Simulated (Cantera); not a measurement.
A freely propagating, adiabatic, planar premixed flame of CH₄ : CO : O₂ : N₂ = 1 : 0.084 : 1.36 : 5.58 (molar parts), equivalence ratio 1.5, unburnt at 573 K and 338 Torr; mixture-averaged transport, grid criteria slope 0.08 and curve 0.16, no radiation.

Cantera simulation using GRI-Mech 3.0 (53 species, 325 reactions); the numbers are that mechanism's predictions, not measurements. Burning velocities carry a grid error of a few per cent, more on coarse grids.

### Question
Predict: laminar burning velocity; thermal thickness; peak x(H₂); peak x(CH₂); peak x(HCN).

### Answer
```
Quantity                      Value
------------------------  ---------
laminar burning velocity  53.7 cm/s
thermal thickness           1.34 mm
peak x(H₂)                   0.0735
peak x(CH₂)                 5.89e-5
peak x(HCN)                 6.21e-5
```
